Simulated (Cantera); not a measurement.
## Thermodynamics of metals in furnace atmospheres, feed Pb + CO

A closed system holds: 1 mol Pb, 2.2 mol CO, at 3750 Torr.

These are equilibrium values from Cantera (NASA tables, ideal gas, pure condensed phases), not measurements of a reactor. Candidate condensed phases: C, Pb, PbO, PbO2, Pb3O4; 15 gas species. Equilibrium is a limit: real reactors are often held back by kinetics, nucleation or transport.

From 848 K to 1898 K the condensed part is C(graphite) + Pb(l). At 2048 K the condensed part is Pb(l). The main Pb-bearing gas is Pb throughout.

```json
[
 {"T (K)": "848", "log p CO": "-0.35", "log p CO2": "0.66", "log p Pb": "-6.52", "log p Pb2": "<-11", "log p PbO": "<-11", "log p C2O": "<-11", "log p C3O2": "<-11", "n C(graphite)": "1.05", "n Pb(l)": "1.00"},
 {"T (K)": "998", "log p CO": "0.34", "log p CO2": "0.45", "log p Pb": "-4.81", "log p Pb2": "-10.32", "log p PbO": "-10.43", "log p C2O": "<-11", "log p C3O2": "<-11", "n C(graphite)": "0.793", "n Pb(l)": "1.000"},
 {"T (K)": "1148", "log p CO": "0.63", "log p CO2": "-0.13", "log p Pb": "-3.55", "log p Pb2": "-8.22", "log p PbO": "-8.97", "log p C2O": "<-11", "log p C3O2": "-10.84", "n C(graphite)": "0.283", "n Pb(l)": "1.000"},
 {"T (K)": "1298", "log p CO": "0.69", "log p CO2": "-0.90", "log p Pb": "-2.59", "log p Pb2": "-6.62", "log p PbO": "-8.02", "log p C2O": "<-11", "log p C3O2": "-10.01", "n C(graphite)": "0.0540", "n Pb(l)": "0.999"},
 {"T (K)": "1448", "log p CO": "0.70", "log p CO2": "-1.58", "log p Pb": "-1.84", "log p Pb2": "-5.36", "log p PbO": "-7.31", "log p C2O": "<-11", "log p C3O2": "-9.43", "n C(graphite)": "0.0115", "n Pb(l)": "0.994"},
 {"T (K)": "1598", "log p CO": "0.69", "log p CO2": "-2.14", "log p Pb": "-1.23", "log p Pb2": "-4.35", "log p PbO": "-6.74", "log p C2O": "-10.67", "log p C3O2": "-8.97", "n C(graphite)": "0.00320", "n Pb(l)": "0.973"},
 {"T (K)": "1748", "log p CO": "0.68", "log p CO2": "-2.62", "log p Pb": "-0.72", "log p Pb2": "-3.52", "log p PbO": "-6.28", "log p C2O": "-9.55", "log p C3O2": "-8.60", "n C(graphite)": "0.00109", "n Pb(l)": "0.913"},
 {"T (K)": "1898", "log p CO": "0.65", "log p CO2": "-3.06", "log p Pb": "-0.30", "log p Pb2": "-2.82", "log p PbO": "-5.91", "log p C2O": "-8.62", "log p C3O2": "-8.32", "n C(graphite)": "0.000424", "n Pb(l)": "0.753"},
 {"T (K)": "2048", "log p CO": "0.59", "log p CO2": "-3.52", "log p Pb": "0.06", "log p Pb2": "-2.23", "log p PbO": "-5.64", "log p C2O": "-7.87", "log p C3O2": "-8.17", "n C(graphite)": "0", "n Pb(l)": "0.339"}
]
```
log p: log10 of the partial pressure in bar; n: condensed amount in mol.
